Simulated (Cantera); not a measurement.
An adiabatic, constant-pressure homogeneous reactor starts with C₂H₄ : O₂ : N₂ : H₂O = 1 : 4.35 : 16.3 : 0.82 (molar parts), at 1125 K and 19500 Torr. Integrator tolerance rtol = 1e-08.

Detailed kinetics in Cantera: GRI-Mech 3.0 (53 species, 325 reactions). GRI-Mech 3.0 was tuned for natural gas; its chemistry of ethylene as a main component is partial and can be far from experiment. The pressure lies above the range GRI-Mech 3.0 was tuned for (to about 10 atm).

Q: What does this change do: pressure from 19500 Torr to 750 Torr?

A: 
| quantity | before | after |
|---|---|---|
| time of steepest temperature rise | 1.34 ms | 2.46 ms |
| temperature at 3.00 s | 2533 K | 2449 K |
| equilibrium temperature | 2533 K | 2449 K |
| x(C₂H₄) at 3.00 s | <1e-12 (gas-phase equilibrium <1e-12) | <1e-12 (gas-phase equilibrium <1e-12) |
| x(O₂) at 3.00 s | 0.0541 (gas-phase equilibrium 0.0541) | 0.0566 (gas-phase equilibrium 0.0566) |
| x(H₂O) at 3.00 s | 0.121 (gas-phase equilibrium 0.121) | 0.117 (gas-phase equilibrium 0.117) |
| x(H₂O₂) at 3.00 s | 1.09e-6 (gas-phase equilibrium 1.09e-6) | 1.75e-7 (gas-phase equilibrium 1.75e-7) |
| x(C₂H₆) at 3.00 s | <1e-12 (gas-phase equilibrium <1e-12) | <1e-12 (gas-phase equilibrium <1e-12) |

Q: What does this change do: pressure from 19500 Torr to 760 Torr?

A: 
```csv
quantity,before,after
time of steepest temperature rise,1.34 ms,2.47 ms
temperature at 3.00 s,2533 K,2450 K
equilibrium temperature,2533 K,2450 K
x(C₂H₄) at 3.00 s,<1e-12 (gas-phase equilibrium <1e-12),<1e-12 (gas-phase equilibrium <1e-12)
x(O₂) at 3.00 s,0.0541 (gas-phase equilibrium 0.0541),0.0565 (gas-phase equilibrium 0.0565)
x(H₂O) at 3.00 s,0.121 (gas-phase equilibrium 0.121),0.117 (gas-phase equilibrium 0.117)
x(H₂O₂) at 3.00 s,1.09e-6 (gas-phase equilibrium 1.09e-6),1.76e-7 (gas-phase equilibrium 1.76e-7)
x(C₂H₆) at 3.00 s,<1e-12 (gas-phase equilibrium <1e-12),<1e-12 (gas-phase equilibrium <1e-12)
```
